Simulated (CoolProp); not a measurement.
R1234ze(E) along the isotherm 402.6 K: density (kg/m³) from the reference equation and from simpler models built on Tc = 382.5 K, pc = 36.35 bar, ω = 0.313; each cubic takes its own stable root.

Model: reference Helmholtz-energy equation of state, Thol 2016, in CoolProp.

```csv
p (bar),phase,reference,ideal gas,van der Waals,Redlich-Kwong,Soave-Redlich-Kwong
1.14,gas,3.920,3.884,3.916,3.920,3.919
2.27,gas,7.881,7.734,7.864,7.880,7.875
3.41,gas,11.95,11.62,11.92,11.95,11.94
4.54,gas,16.07,15.47,16.01,16.07,16.05
5.68,gas,20.31,19.35,20.21,20.31,20.28
6.82,gas,24.64,23.23,24.49,24.64,24.59
7.95,gas,29.03,27.08,28.82,29.02,28.95
9.09,gas,33.55,30.97,33.28,33.55,33.45
10.2,gas,38.05,34.75,37.71,38.05,37.93
11.4,gas,43.04,38.84,42.61,43.04,42.88
12.5,gas,47.72,42.59,47.20,47.73,47.52
13.6,gas,52.51,46.33,51.90,52.53,52.28
14.8,gas,57.88,50.42,57.15,57.91,57.60
15.9,gas,62.93,54.17,62.09,62.98,62.60
17,gas,68.12,57.92,67.17,68.19,67.73
18.2,gas,73.95,62.00,72.86,74.04,73.49
```
